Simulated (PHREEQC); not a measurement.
# Brine: speciation

Dissolve 0.64 mol/kgw NaBr, 1.4 mol/kgw MgSO4 and 0.92 mol/kgw KBr at 20 °C. Closed to the air; pH follows from the charge balance.

Computed with PHREEQC (Pitzer model, pitzer.dat).

No solid was allowed to form.

Q: What activity of water, osmotic coefficient, density does the model give?

A: activity of water 0.899; osmotic coefficient 1.003; density 1.258 g/cm³.
